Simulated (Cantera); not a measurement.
An isothermal plug-flow reactor at 525 K and 0.987 atm (inlet), inlet velocity 0.064 m/s, active area per volume 3600 1/m; feed CO : O2 : N2 = 0.0072 : 0.038 : 0.79 (molar parts).

Detailed kinetics in Cantera: Deutschmann's 1995 Pt surface mechanism with GRI-Mech 3.0 gas chemistry. Catalytic surfaces can have several steady states; this one follows from the mechanism file's or the stated starting coverage. Mass transfer to the wall is taken as infinitely fast.

**Question.** Predict: x(CO) at z = 0.0043 m; x(O2) at z = 0.0043 m; x(CO2) at z = 0.0043 m; θ(free Pt) at the exit; θ(O*) at the exit; θ(CO*) at the exit.

**Answer.** 
```
Item                       Value
----------------------  --------
x(CO) at z = 0.0043 m    0.00809
x(O2) at z = 0.0043 m     0.0452
x(CO2) at z = 0.0043 m  0.000534
θ(free Pt) at the exit   0.00167
θ(O*) at the exit        0.00551
θ(CO*) at the exit         0.993
```
